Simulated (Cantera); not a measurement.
**SiO2 + C + CO (carbothermic reduction)**

A closed system holds: 1 mol SiO2, 1.5 mol C, 0.33 mol CO, held at 0.260 bar.

Method: chemical equilibrium by Gibbs-energy minimisation in Cantera with the NASA 1993 tables (ideal gas, pure condensed phases). Candidate condensed phases: C, Si, SiC, SiO2; 20 gas species. Mutual solubility and eutectic melting of coexisting phases are not modelled. Rates play no part.

From 1948 K to 2448 K the condensed part is SiC(s). From 2498 K to 2548 K the condensed part is Si(l) + SiC(s). The main Si-bearing gas is SiO throughout. The share of Si in condensed phases is highest at 2548 K (30.8 %) and lowest at 2448 K (22.9 %).

| T (K) | x CO | x SiO | x Si | x Si2C | x Si2 | x SiC2 | x Si3 | x CO2 | n SiC(s) | n Si(l) |
|---|---|---|---|---|---|---|---|---|---|---|
| 1948 | 0.678 | 0.322 | 3.05e-5 | 6.68e-7 | 9.51e-8 | 1.71e-8 | 7.16e-9 | 3.00e-5 | 0.250 | 0 |
| 1998 | 0.678 | 0.322 | 6.37e-5 | 1.73e-6 | 2.56e-7 | 5.10e-8 | 2.14e-8 | 2.21e-5 | 0.250 | 0 |
| 2048 | 0.678 | 0.322 | 0.000128 | 4.28e-6 | 6.56e-7 | 1.44e-7 | 6.05e-8 | 1.65e-5 | 0.250 | 0 |
| 2098 | 0.678 | 0.322 | 0.000249 | 1.01e-5 | 1.60e-6 | 3.88e-7 | 1.63e-7 | 1.26e-5 | 0.250 | 0 |
| 2148 | 0.678 | 0.321 | 0.000470 | 2.29e-5 | 3.76e-6 | 9.95e-7 | 4.17e-7 | 9.66e-6 | 0.249 | 0 |
| 2198 | 0.678 | 0.321 | 0.000859 | 5.01e-5 | 8.47e-6 | 2.44e-6 | 1.02e-6 | 7.53e-6 | 0.249 | 0 |
| 2248 | 0.678 | 0.321 | 0.00153 | 0.000105 | 1.84e-5 | 5.76e-6 | 2.40e-6 | 5.94e-6 | 0.248 | 0 |
| 2298 | 0.678 | 0.319 | 0.00265 | 0.000214 | 3.84e-5 | 1.31e-5 | 5.42e-6 | 4.73e-6 | 0.246 | 0 |
| 2348 | 0.677 | 0.318 | 0.00449 | 0.000422 | 7.77e-5 | 2.86e-5 | 1.18e-5 | 3.80e-6 | 0.243 | 0 |
| 2398 | 0.677 | 0.315 | 0.00741 | 0.000805 | 0.000152 | 6.08e-5 | 2.46e-5 | 3.08e-6 | 0.238 | 0 |
| 2448 | 0.676 | 0.310 | 0.0120 | 0.00149 | 0.000288 | 0.000125 | 4.94e-5 | 2.51e-6 | 0.229 | 0 |
| 2498 | 0.694 | 0.284 | 0.0180 | 0.00256 | 0.000479 | 0.000264 | 8.28e-5 | 2.07e-6 | 0.170 | 0.0943 |
| 2548 | 0.718 | 0.251 | 0.0260 | 0.00419 | 0.000743 | 0.000552 | 0.000126 | 1.71e-6 | 0.0907 | 0.217 |
x: gas mole fraction; n: condensed amount in mol.
